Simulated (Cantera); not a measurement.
Charge: 1 mol c-C₄F₈, held at 1.20 Pa.

Method: chemical equilibrium by Gibbs-energy minimisation in Cantera with the NASA 1993 tables (ideal gas, pure condensed phases). Candidate condensed phases: C; 13 gas species. The feed counts by its element totals alone. Gases not in the tables: C₂F₆ and larger saturated fluorocarbons. Rates play no part.

**Question.** Which condensed phases are stable at each of these points (T (K)): 1675, 1775, 1875, 1975, 2075, 2175, 2275, 2375, 2475, 2575, 2675, 2775, 2875?

**Answer.** 
| T (K) | condensed phases | C condensed (%) |
|---|---|---|
| 1675 | C(graphite) | 48.6 |
| 1775 | C(graphite) | 48.0 |
| 1875 | C(graphite) | 59.3 |
| 1975 | C(graphite) | 79.6 |
| 2075 | C(graphite) | 90.5 |
| 2175 | C(graphite) | 94.5 |
| 2275 | C(graphite) | 95.0 |
| 2375 | C(graphite) | 91.3 |
| 2475 | C(graphite) | 73.2 |
| 2575 | gas only | 0.0 |
| 2675 | gas only | 0.0 |
| 2775 | gas only | 0.0 |
| 2875 | gas only | 0.0 |

From 1675 K to 2475 K the condensed part is C(graphite). From 2575 K to 2875 K nothing is condensed.
